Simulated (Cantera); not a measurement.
An isothermal, constant-pressure homogeneous reactor starts with CH₄ : H₂O : H₂ = 1 : 1.9 : 1.5 (molar parts), at 1550 K and 0.760 atm.

Detailed kinetics in Cantera: GRI-Mech 3.0 (53 species, 325 reactions).

Predict: x(CH₄) at 20.0 s; x(H₂O) at 20.0 s; x(H₂) at 20.0 s; x(CO) at 20.0 s; x(CH₂O) at 20.0 s; x(C₂H₆) at 20.0 s.


```json
{
  "x(CH₄) at 20.0 s": "0.0235 (gas-phase equilibrium 5.79e-7)",
  "x(H₂O) at 20.0 s": "0.184 (gas-phase equilibrium 0.131)",
  "x(H₂) at 20.0 s": "0.660 (gas-phase equilibrium 0.713)",
  "x(CO) at 20.0 s": "0.112 (gas-phase equilibrium 0.147)",
  "x(CH₂O) at 20.0 s": "6.71e-8 (gas-phase equilibrium 3.49e-8)",
  "x(C₂H₆) at 20.0 s": "3.02e-6 (gas-phase equilibrium <1e-12)"
}
```
